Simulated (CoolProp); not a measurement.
The fluid at 298.15 K and 4.57 MPa (liquid) is heated at constant pressure to 335.2 K. The same conditions are run with several fluids, on thermodynamics alone (safety and materials aside).

The numbers come from the reference Helmholtz-energy equation of state of each fluid (fluoroethane (R161): Wu 2012; dimethyl carbonate: Zhou 2011; tetradecamethylhexasiloxane (MD4M): Thol 2019; the fluoroketone C6F12O (FK-5-1-12): McLinden 2015; c-C4F8 (RC318): Platzer 1990) in CoolProp. The equations of Platzer and Polt are older, rougher fits.

Q: Rank fluoroethane (R161), dimethyl carbonate, tetradecamethylhexasiloxane (MD4M), the fluoroketone C6F12O (FK-5-1-12), c-C4F8 (RC318) by heat (kJ/kg), highest first.

A: fluoroethane (R161) (87.5), dimethyl carbonate (68.7), tetradecamethylhexasiloxane (MD4M) (64.9), c-C4F8 (RC318) (41.9), the fluoroketone C6F12O (FK-5-1-12) (40.9)

```
fluid                                final density (kg/m³)
-----------------------------------  ---------------------
fluoroethane (R161)                                    635
dimethyl carbonate                                    1020
tetradecamethylhexasiloxane (MD4M)                     858
the fluoroketone C6F12O (FK-5-1-12)                   1520
c-C4F8 (RC318)                                        1380
```
